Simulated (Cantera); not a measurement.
A freely propagating, adiabatic, planar premixed flame of 35.3 % H2, 13.6 % O2, 51.1 % N2, unburnt at 525 K and 188 Torr; mixture-averaged transport, grid criteria slope 0.08 and curve 0.16, no radiation.

Model: the H2/O2 subset of GRI-Mech 3.0, which has no nitrogen chemistry, integrated in Cantera. Burning velocities carry a grid error of a few per cent, more on coarse grids.

**Question.** Predict: laminar burning velocity; thermal thickness; peak x(O); peak x(H2O2); peak x(H); peak x(HO2).

**Answer.** laminar burning velocity: 581 cm/s
thermal thickness: 2.67 mm
peak x(O): 0.0105
peak x(H2O2): 5.01e-6
peak x(H): 0.102
peak x(HO2): 0.000112
